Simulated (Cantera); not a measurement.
Charge: 1 mol Al₂O₃, 1.4 mol H₂O, equilibrated at 1150 K and 4.20 mbar.

These are equilibrium values from Cantera (NASA tables, ideal gas, pure condensed phases), not measurements of a reactor. Candidate condensed phases: Al, Al₂O₃, H₂O; 19 gas species. The numbers say what is thermodynamically allowed, not how fast it happens.

Task: What is the equilibrium state?

Result: 
```json
{
 "x(H₂O)": "1.000",
 "x(H₂)": "2.09e-5",
 "x(O₂)": "1.01e-5",
 "x(OH)": "1.52e-6",
 "n(Al₂O₃(s))": "1.00 mol",
 "gas_amount": "1.400 mol",
 "log10 activity of Al(l) (absent)": "-24.25"
}
```
